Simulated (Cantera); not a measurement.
# Ignition delay

Mixture: 10.4 % CH₄, 18.8 % O₂, 70.8 % N₂, equivalence ratio 1.1, at 10.0 bar, adiabatic and at constant pressure. Ignition delay is the time to a rise of 400 K.

Detailed kinetics in Cantera: GRI-Mech 3.0 (53 species, 325 reactions).

| T0 (K) | delay (ms) |
|---|---|
| 1150 | 9.35 |
| 1225 | 3.66 |
| 1300 | 1.54 |
| 1375 | 0.681 |
| 1450 | 0.317 |
| 1525 | 0.154 |
| 1600 | 0.0782 |

The apparent activation energy between 1450 and 1600 K is 180 kJ/mol.
